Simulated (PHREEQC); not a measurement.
PHREEQC input (ion-association model, wateq4f.dat):

```
SOLUTION_MASTER_SPECIES
  An  An-  0  An  62.0  # stands for a non-complexing anion
SOLUTION_SPECIES
  An- = An-
    -log_k 0
    -gamma 3.0 0
PHASES
  Fix_H+
    H+ = H+
    -log_k 0
SOLUTION 1
  temp 25
  units mmol/kgw
  pH 7 charge
  Cl 40
  Pb 20
  Na 1
  An 1
END
SELECTED_OUTPUT 1
  -reset false
  -pH true
  -pe true
  -ionic_strength true
  -water true
  -totals Cl Na Pb
  -molalities Hfo_wOH Hfo_wOH2+ Hfo_wO- Hfo_sOH Hfo_sOH2+ Hfo_sO- Hfo_sOPb+ Hfo_wOPb+
  -saturation_indices Pb(OH)2 Cotunnite Laurionite Halite
USER_PUNCH 1
  -headings sigma psi
  10 PUNCH EDL("sigma", "Hfo"), EDL("psi", "Hfo")
PRINT
  -reset false
USE solution 1
SURFACE 1
  Hfo_wOH 0.0494382 600 22
  Hfo_sOH 0.00123596
EQUILIBRIUM_PHASES 1
  Fix_H+ -4 HAn 10
    -force_equality true
  O2(g) -0.68 10
END
# ... the last block is repeated for the other 16 points of pH, with NaOH or the acid as the point needs
```

Selected output (columns that matter, 16 of 17 rows; pH added in front):

```
pH	mu	Cl	Na	Pb	m_Hfo_wOH	m_Hfo_wOH2+	m_Hfo_wO-	m_Hfo_sOH	m_Hfo_sOH2+	si_Pb(OH)2	si_Cotunnite	si_Halite	sigma	psi
4	0.060005	0.04	0.001	0.016945	0.0089339	0.038636	4.7324e-05	2.7058e-07	1.1702e-06	-2.4881	-0.7097	-6.2435	0.30443	0.157
4.38	0.046824	0.04	0.001	0.012777	0.014771	0.028504	0.00017535	1.3615e-07	2.6274e-07	-1.8387	-0.7714	-6.2113	0.25989	0.15525
4.75	0.030802	0.04	0.001	0.0072782	0.020572	0.016803	0.00057698	9.8866e-08	8.0754e-08	-1.326	-0.9246	-6.1621	0.21161	0.15546
5.12	0.028563	0.039994	0.0093828	0.0031608	0.022902	0.0096877	0.0012403	8.1028e-08	3.4275e-08	-0.9539	-1.2459	-5.1645	0.18485	0.15047
5.5	0.029919	0.039989	0.016546	0.0010867	0.023802	0.0056551	0.002295	7.4331e-08	1.766e-08	-0.666	-1.699	-4.9098	0.16283	0.14281
5.88	0.031443	0.039985	0.021185	0.00033741	0.023782	0.0033443	0.0038742	7.1248e-08	1.0019e-08	-0.4199	-2.208	-4.8015	0.13986	0.13381
6.25	0.032971	0.039983	0.024738	0.00010373	0.022849	0.0020329	0.0058832	6.7595e-08	6.0139e-09	-0.1983	-2.7269	-4.7357	0.11729	0.12368
6.62	0.034463	0.039981	0.02788	3.1151e-05	0.021243	0.0012631	0.0081843	6.2601e-08	3.7223e-09	0.0099	-3.2607	-4.6861	0.095355	0.11215
7.38	0.037152	0.039977	0.033322	2.5455e-06	0.017261	0.00053048	0.012867	5.079e-08	1.5609e-09	0.3872	-4.4079	-4.613	0.055949	0.084144
7.75	0.038199	0.039975	0.035422	7.8558e-07	0.015479	0.00037074	0.014806	4.5542e-08	1.0908e-09	0.5428	-4.9941	-4.5882	0.040609	0.068661
8.12	0.039073	0.039974	0.037171	2.6962e-07	0.013931	0.0002702	0.016453	4.0985e-08	7.9494e-10	0.6802	-5.5982	-4.5687	0.027821	0.052193
8.5	0.03982	0.039973	0.038664	1.0717e-07	0.012574	0.00020261	0.017877	3.6993e-08	5.9609e-10	0.8052	-6.2345	-4.5528	0.016914	0.034477
8.88	0.040462	0.039972	0.039944	5.2809e-08	0.011392	0.00015562	0.019105	3.3516e-08	4.5785e-10	0.9197	-6.881	-4.5396	0.0075837	0.01624
9.25	0.041044	0.039971	0.041097	3.3414e-08	0.01032	0.00012072	0.020211	3.0362e-08	3.5515e-10	1.03	-7.5116	-4.5282	-0.00076867	-0.0016614
9.62	0.041649	0.03997	0.042277	2.7594e-08	0.0092262	9.1407e-05	0.021334	2.7144e-08	2.6892e-10	1.1508	-8.1319	-4.5168	-0.0091974	-0.019282
10	0.042366	0.039969	0.043642	3.1071e-08	0.0079845	6.4619e-05	0.022601	2.349e-08	1.9011e-10	1.3014	-8.7424	-4.5041	-0.018672	-0.036565
```

Along this series the solution becomes supersaturated in solids that the run did not let form, among them Pb(OH)2.
